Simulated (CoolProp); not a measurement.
C3F8 (R218) along the isobar 2.1 MPa: fugacity coefficient from the reference equation and from simpler models built on Tc = 345.0 K, pc = 2.640 MPa, ω = 0.317; each cubic takes its own stable root.

Model: reference Helmholtz-energy equation of state, Lemmon 2006, in CoolProp. It is a short technical equation, of lower accuracy than the large ones.

| T (K) | phase | reference | van der Waals | Redlich-Kwong | Soave-Redlich-Kwong | Peng-Robinson |
|---|---|---|---|---|---|---|
| 158.1 | liquid | 0.0001790 | 0.02368 | 0.0009228 | 0.0001804 | 0.0002006 |
| 178.3 | liquid | 0.001394 | 0.05202 | 0.005161 | 0.001393 | 0.001471 |
| 198.4 | liquid | 0.006573 | 0.09651 | 0.01843 | 0.006577 | 0.006710 |
| 218.5 | liquid | 0.02192 | 0.1588 | 0.04869 | 0.02206 | 0.02200 |
| 238.7 | liquid | 0.05702 | 0.2393 | 0.1041 | 0.05774 | 0.05675 |
| 258.8 | liquid | 0.1219 | 0.3355 | 0.1893 | 0.1242 | 0.1210 |
| 278.9 | liquid | 0.2251 | 0.4447 | 0.3049 | 0.2300 | 0.2230 |
| 299.1 | liquid | 0.3701 | 0.5633 | 0.4474 | 0.3783 | 0.3661 |
| 319.2 | liquid | 0.5506 | 0.6839 | 0.6053 | 0.5601 | 0.5421 |
| 339.3 | gas | 0.7204 | 0.7528 | 0.7234 | 0.7203 | 0.6995 |
| 359.5 | gas | 0.7774 | 0.7877 | 0.7688 | 0.7751 | 0.7540 |
| 379.6 | gas | 0.8186 | 0.8156 | 0.8040 | 0.8168 | 0.7959 |
| 399.7 | gas | 0.8507 | 0.8387 | 0.8324 | 0.8501 | 0.8296 |
| 419.9 | gas | 0.8764 | 0.8581 | 0.8559 | 0.8773 | 0.8574 |
| 440 | gas | 0.8973 | 0.8745 | 0.8754 | 0.8997 | 0.8804 |
